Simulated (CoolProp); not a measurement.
Saturation properties of isobutene (Tc = 418.1 K, pc = 40.16 bar, ω = 0.193).

Computed with CoolProp (reference Helmholtz-energy equation of state, Lemmon 2005). It is a short technical equation, of lower accuracy than the large ones.

```
T (K)  p (bar)  liquid density (kg/m³)  vapour density (kg/m³)
-----  -------  ----------------------  ----------------------
247.8   0.4646                   646.9                   1.298
258.7   0.7498                   634.9                   2.027
269.6    1.158                   622.5                   3.040
280.5    1.720                   609.9                   4.407
291.4    2.472                   596.8                   6.207
302.4    3.462                   583.1                   8.557
313.3    4.711                   568.9                   11.52
324.2    6.269                   553.9                   15.26
335.1    8.179                   538.1                   19.93
346.1    10.51                   521.0                   25.82
357      13.27                   502.7                   33.15
367.9    16.54                   482.5                   42.42
378.8    20.37                   459.7                   54.40
```

It boils at 266.1 K under 1 atm.
